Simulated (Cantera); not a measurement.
Feed: 1 mol C2H4, 0.23 mol H2O, 1.3 mol H2, held at 575 K and 1600000 Pa.

Method: chemical equilibrium by Gibbs-energy minimisation in Cantera with the NASA 1993 tables (ideal gas, pure condensed phases). Candidate condensed phases: C, C6H6, C7H8, C8H18, H2O; 110 gas species. The numbers say what is thermodynamically allowed, not how fast it happens.

Task: What is the equilibrium state?

Result: 
```json
{
 "x(CH4)": "0.864",
 "x(H2O)": "0.118",
 "x(H2)": "0.0167",
 "x(CO2)": "0.00187",
 "x(C2H6)": "1.44e-5",
 "x(CO)": "6.69e-6",
 "n(C(graphite))": "0.359 mol",
 "gas_amount": "1.896 mol"
}
```
